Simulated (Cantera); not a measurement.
Charge: 1 mol Si3N4, 7.4 mol N2, 0.041 mol H2O, at 0.570 bar.

Equilibrium computed with Cantera from the NASA thermochemical tables; the gas is ideal and each condensed phase is pure. Candidate condensed phases: H2O, Si, SiO2, Si2N2O, Si3N4; 35 gas species. The numbers say what is thermodynamically allowed, not how fast it happens.

Task: What share of the Si ends up in condensed phases as a function of T (K), at 2473, 2523, 2573, 2623, 2673, 2723, 2773, 2823, 2873, 2923, 2973?

Result: 
```tsv
T (K)	Si condensed (%)	as
2473	95.8	Si(l)
2523	94.6	Si(l)
2573	92.9	Si(l)
2623	90.5	Si(l)
2673	87.3	Si(l)
2723	82.9	Si(l)
2773	77.1	Si(l)
2823	69.1	Si(l)
2873	58.3	Si(l)
2923	43.7	Si(l)
2973	23.4	Si(l)
```
